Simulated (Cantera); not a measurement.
A perfectly stirred reactor is fed with 3.52 % CH4, 0.634 % C2H6, 20.1 % O2, 75.7 % N2, equivalence ratio 0.46, at 4.93 atm; it is adiabatic with a 600 K inlet, and is followed from long to short residence time, starting on the burning branch (τ in s: 0.18, 0.079, 0.035, 0.016, 0.0069, 0.0031, 0.0014, 0.0006, 0.00027, 0.00012, 5.3e-05, 2.3e-05, 1e-05).

Detailed kinetics in Cantera: GRI-Mech 3.0 (53 species, 325 reactions).

x: mole fraction; the columns are a selection and need not sum to one.

```json
[
 {"τ (s)": "0.18", "T (K)": "1651", "x CH4": "4.93e-6", "x C2H6": "…", "x O2": "0.108", "x HCN": "1.11e-9", "x O": "1.06e-5"},
 {"τ (s)": "0.079", "T (K)": "1650", "x CH4": "8.85e-6", "x C2H6": "…", "x O2": "0.108", "x HCN": "1.51e-9", "x O": "1.63e-5"},
 {"τ (s)": "0.035", "T (K)": "1649", "x CH4": "1.55e-5", "x C2H6": "…", "x O2": "0.109", "x HCN": "2.12e-9", "x O": "2.59e-5"},
 {"τ (s)": "0.016", "T (K)": "1646", "x CH4": "2.66e-5", "x C2H6": "…", "x O2": "0.109", "x HCN": "2.92e-9", "x O": "4.09e-5"},
 {"τ (s)": "0.0069", "T (K)": "1642", "x CH4": "4.75e-5", "x C2H6": "…", "x O2": "0.109", "x HCN": "3.94e-9", "x O": "6.72e-5"},
 {"τ (s)": "0.0031", "T (K)": "1634", "x CH4": "8.42e-5", "x C2H6": "…", "x O2": "0.109", "x HCN": "4.93e-9", "x O": "0.000106"},
 {"τ (s)": "0.0014", "T (K)": "1621", "x CH4": "0.000155", "x C2H6": "…", "x O2": "0.110", "x HCN": "5.95e-9", "x O": "0.000161"},
 {"τ (s)": "0.00060", "T (K)": "1589", "x CH4": "0.000346", "x C2H6": "…", "x O2": "0.112", "x HCN": "7.35e-9", "x O": "0.000218"},
 {"τ (s)": "0.00027", "T (K)": "600", "x CH4": "0.0352", "x C2H6": "0.00634", "x O2": "0.201", "x HCN": "<1e-12", "x O": "<1e-12"},
 {"τ (s)": "0.00012", "T (K)": "600", "x CH4": "0.0352", "x C2H6": "0.00634", "x O2": "0.201", "x HCN": "<1e-12", "x O": "<1e-12"},
 {"τ (s)": "5.3e-5", "T (K)": "600", "x CH4": "0.0352", "x C2H6": "0.00634", "x O2": "0.201", "x HCN": "<1e-12", "x O": "<1e-12"},
 {"τ (s)": "2.3e-5", "T (K)": "600", "x CH4": "0.0352", "x C2H6": "0.00634", "x O2": "0.201", "x HCN": "<1e-12", "x O": "<1e-12"},
 {"τ (s)": "1.0e-5", "T (K)": "600", "x CH4": "0.0352", "x C2H6": "0.00634", "x O2": "0.201", "x HCN": "<1e-12", "x O": "<1e-12"}
]
```

Problem. Fill in the missing entries.

Solution. 
- 0.18, x C2H6: 2.07e-7
- 0.079, x C2H6: 3.88e-7
- 0.035, x C2H6: 7.04e-7
- 0.016, x C2H6: 1.24e-6
- 0.0069, x C2H6: 2.26e-6
- 0.0031, x C2H6: 4.04e-6
- 0.0014, x C2H6: 7.46e-6
- 0.00060, x C2H6: 1.65e-5
